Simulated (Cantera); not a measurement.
An isothermal, constant-pressure homogeneous reactor starts with NO : N2 = 6.4 : 19 (molar parts), at 2175 K and 0.0133 bar.

Computed with Cantera and GRI-Mech 3.0 (53 species, 325 reactions). Radical loss at walls, strong at low pressure, is not modelled.

x: mole fraction; the columns are a selection and need not sum to one.

```tsv
t (s)	x NO	x O	x NO2	x O2	x N2O	x N2
1.00e-5	0.252	3.16e-8	<1e-12	1.75e-12	3.16e-8	0.748
5.62e-5	0.252	1.78e-7	1.41e-11	5.54e-11	1.77e-7	0.748
0.000316	0.252	1.01e-6	4.25e-10	1.77e-9	9.85e-7	0.748
0.00178	0.252	…	…	…	…	0.748
0.0100	0.252	4.27e-5	1.47e-7	2.21e-6	2.03e-5	0.748
0.0562	0.251	0.000311	1.17e-6	9.47e-5	3.13e-5	0.748
0.316	0.244	0.00145	4.84e-6	0.00291	2.45e-5	0.751
1.78	0.164	0.00414	1.11e-5	0.0416	7.85e-6	0.790
10.0	…	…	…	…	…	…
```

Problem. Fill in the missing entries.

Solution. 
- 0.00178, x O: 6.07e-6
- 0.00178, x NO2: 1.05e-8
- 0.00178, x O2: 5.84e-8
- 0.00178, x N2O: 5.17e-6
- 10.0, x NO: 0.0132
- 10.0, x O: 0.00675
- 10.0, x NO2: 1.50e-6
- 10.0, x O2: 0.116
- 10.0, x N2O: 8.26e-8
- 10.0, x N2: 0.864
